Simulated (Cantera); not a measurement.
A freely propagating, adiabatic, planar premixed flame of CH4 : O2 : N2 : H2O = 1 : 2.04 : 7.67 : 0.85 (molar parts), equivalence ratio 0.98, unburnt at 548 K and 630 Torr; mixture-averaged transport, grid criteria slope 0.08 and curve 0.16, no radiation.

Computed with Cantera and GRI-Mech 3.0 (53 species, 325 reactions). Burning velocities carry a grid error of a few per cent, more on coarse grids.

### Question
What does this change do: inlet temperature 548 to 500 K?

### Answer
```tsv
quantity	before	after
laminar burning velocity	88.5 cm/s	73.4 cm/s
thermal thickness	0.489 mm	0.516 mm
peak x(H)	0.00676	0.00628
peak x(CH2CO)	0.000112	0.000106
peak x(CH3)	0.00225	0.00208
```

### Question
What does this change do: inlet temperature 548 to 623 K?

### Answer
```
quantity                     before     after
------------------------  ---------  --------
laminar burning velocity  88.5 cm/s  117 cm/s
thermal thickness          0.489 mm  0.452 mm
peak x(H)                   0.00676   0.00756
peak x(CH2CO)              0.000112  0.000122
peak x(CH3)                 0.00225   0.00254
```

### Question
What does this change do: 0.079 parts H2 added?

### Answer
```csv
quantity,before,after
laminar burning velocity,88.5 cm/s,93.6 cm/s
thermal thickness,0.489 mm,0.475 mm
peak x(H),0.00676,0.00739
peak x(CH2CO),0.000112,0.000109
peak x(CH3),0.00225,0.00234
```
